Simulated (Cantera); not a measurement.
Input (Python, Cantera) and output of one run.

```python
import numpy as np
import cantera as ct

gas_names = """
    Ca CaF CaF2 CaO Ca2 F FO FO2 F2 F2O N NF NF2 NF3 NO NO2 NO3 N2 N2O O O2 O3
""".split()
cond_names = """
    Ca(a) Ca(b) Ca(L) CaF2(a) CaF2(b) CaF2(L) CaO(s) CaO(L)
""".split()


def load(file, names, dense=False):
    # The tables refer to 1 bar. Condensed volumes are neglected.
    table = {s.name: s for s in ct.Species.list_from_file(file)}
    out = []
    for n in names:
        d = dict(table[n].input_data)
        d["thermo"] = dict(d["thermo"], **{"reference-pressure": 1e5})
        if dense:
            d["equation-of-state"] = {"model": "constant-volume", "density": "1e6 g/cm^3"}
        out.append(ct.Species.from_dict(d))
    return out


gas = ct.Solution(thermo="ideal-gas", species=load("nasa_gas.yaml", gas_names))
cond = {s.name: ct.Solution(thermo="fixed-stoichiometry", species=[s], name=s.name)
        for s in load("nasa_condensed.yaml", cond_names, dense=True)}
atoms = {
    'CaO': {'Ca': 1, 'O': 1},
    'NF3': {'N': 1, 'F': 3},
    'N2': {'N': 2},
}
top_T = {}  # K; cautious upper limits of use, not melting points


def equilibrate(T, P, feed):
    n = {}
    for name, mol in feed.items():
        for a, k in atoms[name].items():
            n[a] = n.get(a, 0.0) + k * mol
    gas.TPX = T, P, n
    mass = sum(n.values()) * gas.mean_molecular_weight
    gas.equilibrate("TP")
    valid = [c for c in cond.values() if c.min_temp <= T <= top_T.get(c.name, c.max_temp)]
    mix = ct.Mixture([(gas, mass / gas.mean_molecular_weight)] + [(c, 0.0) for c in valid])
    mix.T, mix.P = T, P
    mix.equilibrate("TP", solver="vcs", rtol=1e-11, max_steps=5000)
    return mix


results = []
feed = {'CaO': 1, 'NF3': 0.59, 'N2': 32}  # mol
P = 1700  # Pa
for T in [1098, 1173, 1248, 1323, 1398, 1473, 1548, 1623, 1698, 1773, 1848, 1923]:
    mix = equilibrate(T, P, feed)
    results.append((T, P, feed, dict(zip(mix.species_names, mix.species_moles))))

top = {s: max(r[3][s] / sum(r[3][g] for g in gas_names) for r in results) for s in gas_names}
cols = sorted((s for s in top if top[s] > 1e-05), key=lambda s: -top[s])[:8]
seen = [c for c in cond_names if any(r[3].get(c, 0) > 1e-12 for r in results)]
print("log10 of partial pressures in bar; condensed amounts in mol")
print(f"{'T/K':>10s}" + "".join(f"{s[:9]:>10s}" for s in cols + seen))
for T, P, feed, n in results:
    ng = sum(n[g] for g in gas_names)
    print(f"{T:10.4g}" + "".join(f"{np.log10(max(n[s] / ng * P / 1e5, 1e-99)):10.3f}" for s in cols)
          + "".join(f"{n.get(c, 0):10.4g}" for c in seen))
```

Result:

```
log10 of partial pressures in bar; condensed amounts in mol
       T/K        N2      CaF2        O2        NO         O       CaF         F   CaF2(a)   CaF2(b)   CaF2(L)    CaO(s)
      1098    -1.775   -10.926    -3.639    -6.395   -10.444   -19.097   -13.910     0.885         0         0     0.115
      1173    -1.775    -9.650    -3.639    -6.117    -9.675   -17.149   -12.775     0.885         0         0     0.115
      1248    -1.775    -8.535    -3.640    -5.873    -8.997   -15.441   -11.779     0.885         0         0     0.115
      1323    -1.775    -7.553    -3.641    -5.656    -8.395   -13.932   -10.897    0.8849         0         0     0.115
      1398    -1.776    -6.684    -3.642    -5.463    -7.858   -12.590   -10.112    0.8846         0         0     0.115
      1473    -1.776    -5.916    -3.644    -5.290    -7.376   -11.393    -9.411         0    0.8827         0     0.115
      1548    -1.776    -5.233    -3.646    -5.134    -6.940   -10.318    -8.783         0    0.8737         0     0.115
      1623    -1.776    -4.622    -3.649    -4.993    -6.545    -9.347    -8.216         0    0.8389         0     0.115
      1698    -1.778    -4.075    -3.655    -4.866    -6.186    -8.468    -7.704         0         0    0.7222     0.115
      1773    -1.782    -3.615    -3.664    -4.754    -5.859    -7.683    -7.255         0         0     0.411     0.115
      1848    -1.787    -3.349    -3.675    -4.653    -5.560    -7.041    -6.921         0         0         0     0.115
      1923    -1.787    -3.350    -3.684    -4.556    -5.283    -6.573    -6.734         0         0         0    0.1149
```

Method: chemical equilibrium by Gibbs-energy minimisation in Cantera with the NASA 1993 tables (ideal gas, pure condensed phases). Mutual solubility and eutectic melting of coexisting phases are not modelled.
